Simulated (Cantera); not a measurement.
A closed system holds: 1 mol Si, 0.079 mol N₂O, 1.5 mol N₂, 0.57 mol CO₂, held at 1200 K and 10.0 mbar.

These are equilibrium values from Cantera (NASA tables, ideal gas, pure condensed phases), not measurements of a reactor. Candidate condensed phases: C, Si, SiC, SiO₂, Si₂N₂O, Si₃N₄; 34 gas species. Mutual solubility and eutectic melting of coexisting phases are not modelled. The tables hold silica as quartz up to 1696 K and as liquid above; real silica turns to tridymite and cristobalite and melts near 1996 K. The numbers say what is thermodynamically allowed, not how fast it happens.

Base state: N₂ 0.742, CO 0.258, CO₂ 1.26e-5 (mole fractions); condensed: C(graphite) + SiO₂(β-quartz) + Si₂N₂O(s).

Task: What changes in the equilibrium state with this change: CO₂ from 0.57 to 0.045 mol?

Result: 
```json
[
 {"species": "N₂", "before": "0.742", "after": "1.000"},
 {"species": "CO", "before": "0.258", "after": "2.67e-6"},
 {"species": "CO₂", "before": "1.26e-5", "after": "<1e-9"},
 {"species": "C(graphite), mol", "before": "0.159", "after": "0.0450"},
 {"species": "SiO₂(β-quartz), mol", "before": "0.205", "after": "0"},
 {"species": "Si₂N₂O(s), mol", "before": "0.397", "after": "0.169"},
 {"species": "Si₃N₄(s), mol", "before": "0", "after": "0.221"}
]
```
